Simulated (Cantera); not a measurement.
# Ignition delay

Mixture: 14.9 % CH4, 14.9 % O2, 56.1 % N2, 14.0 % H2O, equivalence ratio 2.0, at 10.0 bar, adiabatic and at constant pressure. Ignition delay is the time to a rise of 400 K.

Model: GRI-Mech 3.0 (53 species, 325 reactions), integrated in Cantera.

```tsv
T0 (K)	delay (ms)
1200	7.46
1275	3.31
1350	1.54
1425	0.738
1500	0.356
1575	0.173
1650	0.0860
1725	0.0442
1800	0.0239
1875	0.0137
```

The apparent activation energy between 1725 and 1875 K is 210 kJ/mol.
